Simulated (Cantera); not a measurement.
Cantera run:

```python
import numpy as np
import cantera as ct

gas_names = [...]  # 92 gases of nasa_gas.yaml made of C, H, N
cond_names = """
    C(gr) C6H6(L) C7H8(L) C8H18(L),n-octa
""".split()


# ... load() reads the species with a 1 bar reference pressure and builds the phases ...
atoms = {
    'C3H8': {'C': 3, 'H': 8},
    'NH3': {'N': 1, 'H': 3},
    'H2': {'H': 2},
}
top_T = {'C(gr)': 4500}  # K; cautious upper limits of use, not melting points


# ... equilibrate(T, P, feed) seeds the gas with the atoms and calls Mixture.equilibrate('TP', solver="vcs", rtol=1e-11, max_steps=5000) ...
results = []
feed = {'C3H8': 1, 'NH3': 1.7, 'H2': 0.57}  # mol
P = 101325  # Pa
for T in [948, 1098, 1248, 1398, 1548, 1698, 1848, 1998, 2148, 2298, 2448, 2598]:
    mix = equilibrate(T, P, feed)
    results.append((T, P, feed, dict(zip(mix.species_names, mix.species_moles))))
    x = sorted(zip(gas.X, gas.species_names), reverse=True)
    print(f"T = {T:g} K  P = {P:g} Pa  gas = {mix.phase_moles(0):.4g} mol")
    print("   x: " + "  ".join(f"{s} {v:.3e}" for v, s in x if v > 0.001))
    print("   condensed (mol): " + ("  ".join(f"{mix.phase(i).name} {mix.phase_moles(i):.4g}"
          for i in range(1, mix.n_phases) if mix.phase_moles(i) > 1e-12) or "none"))
```

It prints:

```
T = 948 K  P = 101325 Pa  gas = 7.211 mol
   x: H2 7.770e-01  N2 1.178e-01  CH4 1.050e-01
   condensed (mol): C(gr) 2.243
T = 1098 K  P = 101325 Pa  gas = 7.756 mol
   x: H2 8.628e-01  N2 1.096e-01  CH4 2.756e-02
   condensed (mol): C(gr) 2.786
T = 1248 K  P = 101325 Pa  gas = 7.9 mol
   x: H2 8.835e-01  N2 1.076e-01  CH4 8.819e-03
   condensed (mol): C(gr) 2.93
T = 1398 K  P = 101325 Pa  gas = 7.942 mol
   x: H2 8.894e-01  N2 1.069e-01  CH4 3.501e-03
   condensed (mol): C(gr) 2.971
T = 1548 K  P = 101325 Pa  gas = 7.957 mol
   x: H2 8.912e-01  N2 1.066e-01  CH4 1.651e-03
   condensed (mol): C(gr) 2.983
T = 1698 K  P = 101325 Pa  gas = 7.963 mol
   x: H2 8.916e-01  N2 1.062e-01  HCN 1.115e-03
   condensed (mol): C(gr) 2.983
T = 1848 K  P = 101325 Pa  gas = 7.968 mol
   x: H2 8.908e-01  N2 1.054e-01  HCN 2.363e-03
   condensed (mol): C(gr) 2.972
T = 1998 K  P = 101325 Pa  gas = 7.973 mol
   x: H2 8.885e-01  N2 1.043e-01  HCN 4.453e-03  H 1.502e-03
   condensed (mol): C(gr) 2.949
T = 2148 K  P = 101325 Pa  gas = 7.984 mol
   x: H2 8.836e-01  N2 1.024e-01  HCN 7.624e-03  H 3.892e-03  C2H2,acetylene 1.692e-03
   condensed (mol): C(gr) 2.905
T = 2298 K  P = 101325 Pa  gas = 8.004 mol
   x: H2 8.744e-01  N2 9.961e-02  HCN 1.205e-02  H 8.897e-03  C2H2,acetylene 3.741e-03  HNC 1.095e-03
   condensed (mol): C(gr) 2.833
T = 2448 K  P = 101325 Pa  gas = 8.043 mol
   x: H2 8.585e-01  N2 9.580e-02  H 1.832e-02  HCN 1.778e-02  C2H2,acetylene 7.424e-03  HNC 1.959e-03
   condensed (mol): C(gr) 2.719
T = 2598 K  P = 101325 Pa  gas = 8.109 mol
   x: H2 8.330e-01  N2 9.083e-02  H 3.452e-02  HCN 2.465e-02  C2H2,acetylene 1.340e-02  HNC 3.218e-03
   condensed (mol): C(gr) 2.55
```

Equilibrium computed with Cantera from the NASA thermochemical tables; the gas is ideal and each condensed phase is pure.
